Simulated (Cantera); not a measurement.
A closed system holds: 1 mol SiO2, 0.17 mol Al2O3, 0.12 mol H2, at 2673 K and 1.33 mbar.

Method: chemical equilibrium by Gibbs-energy minimisation in Cantera with the NASA 1993 tables (ideal gas, pure condensed phases). Candidate condensed phases: Al, Al2O3, Al2SiO5, Al6Si2O13, H2O, Si, SiO2; 28 gas species. The tables' values for SiO2, AlOH are old estimates; treat these amounts as uncertain. The numbers say what is thermodynamically allowed, not how fast it happens.

Base state: SiO 0.494, O 0.279, O2 0.100, H 0.0858, OH 0.0190, AlO 0.00815, H2 0.00374, SiO2 0.00363 (mole fractions); condensed: Al2O3(l).

Q: What changes in the equilibrium state with this change: temperature from 2673 K to 1075 K?

A: 
```tsv
species	before	after
H2	0.00374	1.000
H	0.0858	4.02e-7
H2O	0.00332	1.97e-7
SiO	0.494	1.97e-7
O	0.279	<1e-9
O2	0.100	<1e-9
OH	0.0190	<1e-9
AlO	0.00815	<1e-9
SiO2	0.00363	<1e-9
Al	0.00232	<1e-9
AlO2H	0.000390	<1e-9
Al2O3(l), mol	0.158	0
Al2SiO5(andalusite), mol	0	0.170
SiO2(β-quartz), mol	0	0.830
```
Mutual solubility and eutectic melting of coexisting phases are not modelled. Condensed phases not in the tables: alloys, solid solutions and most ternary compounds.

Q: What changes in the equilibrium state with this change: temperature from 2673 K to 2600 K?

A: 
```tsv
species	before	after
SiO	0.494	0.519
O	0.279	0.230
O2	0.100	0.130
OH	0.0190	0.0244
H	0.0858	0.0760
AlO	0.00815	0.00275
Al2O	0.000182	2.62e-5
Al	0.00232	0.000497
Al2O2	3.44e-5	7.65e-6
H2O	0.00332	0.00725
Al2O3(l), mol	0.158	0.166
```
